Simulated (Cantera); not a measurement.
# Diamond growth

A diamond (100) surface in a fixed gas of H2 with x(CH4) = 0.0037, x(CH3) = 5.9e-05, at 1000 K, 0.0178 atm; coverages are run to steady state.

Detailed kinetics in Cantera: the Harris–Goodwin 1993 mechanism for the reconstructed diamond (100) surface.

| x(H) | growth (µm/h) | θ c6HH | θ c6H* | θ c6*H | θ c6** | θ c6HM |
|---|---|---|---|---|---|---|
| 0.0001 | 0.0701 | 0.600 | 0.0160 | 0.327 | 0.00445 | 0.0377 |
| 0.0002 | 0.132 | 0.585 | 0.0167 | 0.342 | 0.00612 | 0.0362 |
| 0.0004 | 0.219 | 0.581 | 0.0172 | 0.352 | 0.00749 | 0.0306 |
| 0.0008 | 0.319 | 0.583 | 0.0176 | 0.360 | 0.00846 | 0.0225 |
| 0.0016 | 0.410 | 0.587 | 0.0179 | 0.366 | 0.00907 | 0.0145 |
| 0.0032 | 0.476 | 0.591 | 0.0181 | 0.370 | 0.00943 | 0.00847 |
| 0.0064 | 0.517 | 0.593 | 0.0182 | 0.372 | 0.00964 | 0.00461 |
| 0.013 | 0.541 | 0.595 | 0.0183 | 0.374 | 0.00975 | 0.00238 |
| 0.026 | 0.554 | 0.596 | 0.0184 | 0.375 | 0.00981 | 0.00122 |
θ: site fractions in the mechanism's names (c6HH fully hydrogenated, c6H* and c6*H radical sites, c6** diradical, c6HM methylated).
